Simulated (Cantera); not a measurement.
An adiabatic, constant-volume homogeneous reactor starts with CO : H2 : O2 : N2 : H2O = 1 : 0.053 : 0.532 : 2 : 0.5 (molar parts), at 1050 K and 0.260 bar. Integrator tolerance rtol = 1e-08.

Computed with Cantera and GRI-Mech 3.0 (53 species, 325 reactions).

### Question
What does this change do: H2O 0.5 to 0.18 parts?

### Answer
```json
[
 {"quantity": "time of steepest temperature rise", "before": "1.39 ms", "after": "1.23 ms"},
 {"quantity": "temperature at 0.400 s", "before": "2558 K", "after": "2635 K"},
 {"quantity": "equilibrium temperature", "before": "2558 K", "after": "2635 K"},
 {"quantity": "x(CO) at 0.400 s", "before": "0.0718 (gas-phase equilibrium 0.0718)", "after": "0.0938 (gas-phase equilibrium 0.0938)"},
 {"quantity": "x(H2) at 0.400 s", "before": "0.00759 (gas-phase equilibrium 0.00759)", "after": "0.00405 (gas-phase equilibrium 0.00405)"},
 {"quantity": "x(O2) at 0.400 s", "before": "0.0322 (gas-phase equilibrium 0.0322)", "after": "0.0395 (gas-phase equilibrium 0.0395)"},
 {"quantity": "x(CO2) at 0.400 s", "before": "0.196 (gas-phase equilibrium 0.196)", "after": "0.197 (gas-phase equilibrium 0.197)"},
 {"quantity": "x(OH) at 0.400 s", "before": "0.0142 (gas-phase equilibrium 0.0142)", "after": "0.0121 (gas-phase equilibrium 0.0121)"}
]
```
